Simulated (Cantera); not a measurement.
Charge: 1 mol AlN, 12 mol H₂O, 0.9 mol N₂, equilibrated at 1725 °C and 13.3 mbar.

These are equilibrium values from Cantera (NASA tables, ideal gas, pure condensed phases), not measurements of a reactor. Candidate condensed phases: Al, AlN, Al₂O₃, H₂O; 35 gas species. Gases not in the tables: Al(OH)₃. Kinetics and transport are ignored.

Base state: H₂O 0.776, H₂ 0.112, N₂ 0.104, H 0.00464, OH 0.00321, O₂ 0.000293, NO 0.000103, O 9.77e-5 (mole fractions); condensed: Al₂O₃(s).

Task: What changes in the equilibrium state with this change: H₂O from 12 to 0.14 mol?

Result: 
```
species          before    after
-------------  --------  -------
N₂                0.104    0.849
H₂                0.112    0.121
Al                <1e-9   0.0139
H₂O               0.776  4.16e-6
Al₂O              <1e-9   0.0110
O₂             0.000293    <1e-9
OH              0.00321  1.66e-8
Al₂O₃(s), mol     0.500   0.0425
AlN(s), mol           0    0.874
```
Mutual solubility and eutectic melting of coexisting phases are not modelled. The tables' values for AlOH are old estimates; treat these amounts as uncertain. Condensed phases not in the tables: aluminium oxynitride.

Task: What changes in the equilibrium state with this change: temperature from 1725 °C to 575 °C?

Result: 
```csv
species,before,after
H₂O,0.776,0.784
H₂,0.112,0.112
N₂,0.104,0.104
H,0.00464,<1e-9
OH,0.00321,<1e-9
O₂,0.000293,<1e-9
NO,0.000103,<1e-9
"Al₂O₃(s), mol",0.500,0.500
```
